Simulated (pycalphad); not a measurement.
All values are pycalphad results on the COST 507 light-alloy database (1999) (1 atm), not direct measurements. The database dates from 1999; later assessments differ in places, in temperatures and in the compounds included. The system is extrapolated from its subsystems; higher-order compounds may be missing. Amounts are mole fractions of atoms. Diffusion is slow at the low end, where real alloys seldom reach equilibrium.

Question: Give the equilibrium state of Ti-0.41V-1.999Si (wt.%) at 1725 K.

Answer: bcc, fraction 0.835, with 0.40 V, 1.2 Si wt.%; liquid, fraction 0.165, with 0.44 V, 6.1 Si wt.%.

Question: Give the equilibrium state of Ti-0.41V-1.999Si (wt.%) at 675 K.

Answer: hcp, fraction 0.877, with 0.46 V, 0.19 Si wt.%; SITI3, fraction 0.123, with no V, 16.4 Si wt.%.

Database names, with the compositions (at.%) that they take in these runs: SITI3: Ti 75 Si 25. An entry "none" or "no" means that the model of the phase leaves that element out.
